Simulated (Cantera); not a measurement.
A closed system holds: 1 mol Si₃N₄, 0.0056 mol H₂O, 390 mol H₂, at 19.0 Pa.

Equilibrium computed with Cantera from the NASA thermochemical tables; the gas is ideal and each condensed phase is pure. Candidate condensed phases: H₂O, Si, SiO₂, Si₂N₂O, Si₃N₄; 35 gas species. Equilibrium is a limit: real reactors are often held back by kinetics, nucleation or transport.

At 1423 K, list the 4 most abundant gas species with their mole fractions, and the condensed phases.

H₂ 0.994, N₂ 0.00510, H 0.000481, SiO 1.43e-5. Condensed: Si(s).
